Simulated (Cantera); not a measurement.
Ignition delay

Mixture: CH4 : O2 : N2 : H2O = 1 : 2.6 : 9.61 : 1.9 (molar parts), at 5.00 bar, adiabatic and at constant volume. Ignition delay is the time to a rise of 400 K.

Model: GRI-Mech 3.0 (53 species, 325 reactions), integrated in Cantera.

| T0 (K) | delay (ms) |
|---|---|
| 1250 | 5.12 |
| 1300 | 2.91 |
| 1350 | 1.68 |
| 1400 | 0.991 |
| 1450 | 0.592 |
| 1500 | 0.359 |
| 1550 | 0.221 |
| 1600 | 0.138 |

The apparent activation energy between 1500 and 1600 K is 190 kJ/mol.
